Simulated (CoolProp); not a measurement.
Vapour pressure (kPa) of carbon dioxide: the reference equation beside estimates from Tc = 304.1 K, pc = 7377 kPa, ω = 0.224. Clausius-Clapeyron is anchored at 226.9 K with a constant enthalpy of vaporisation of 14.67 kJ/mol.

The numbers come from the reference Helmholtz-energy equation of state, Span 1996 in CoolProp.

```tsv
T (K)	reference	Clausius-Clapeyron	van der Waals	Redlich-Kwong	Soave-Redlich-Kwong	Peng-Robinson
226.9	792.4	792.4	2031	1080	793.6	786.4
230.5	910.0	894.7	2192	1219	911.6	902.5
234.1	1040	1007	2360	1370	1042	1031
237.6	1179	1125	2532	1529	1183	1169
241.2	1336	1257	2717	1705	1341	1325
244.8	1509	1399	2909	1895	1514	1496
248.4	1696	1553	3111	2099	1704	1682
251.9	1895	1715	3315	2311	1905	1880
255.5	2116	1892	3533	2544	2129	2102
259.1	2356	2083	3760	2792	2372	2342
262.7	2615	2287	3995	3056	2634	2601
266.3	2894	2504	4240	3337	2917	2882
269.8	3186	2729	4487	3626	3213	3176
273.4	3508	2975	4750	3940	3539	3501
277	3854	3235	5022	4271	3889	3850
```

Absolute difference from the reference over all 15 rows, mean and median: Clausius-Clapeyron 9.0 and 9.5 %, van der Waals 81.7 and 74.9 %, Redlich-Kwong 22.6 and 22.0 %, Soave-Redlich-Kwong 0.5 and 0.5 %, Peng-Robinson 0.6 and 0.8 %.
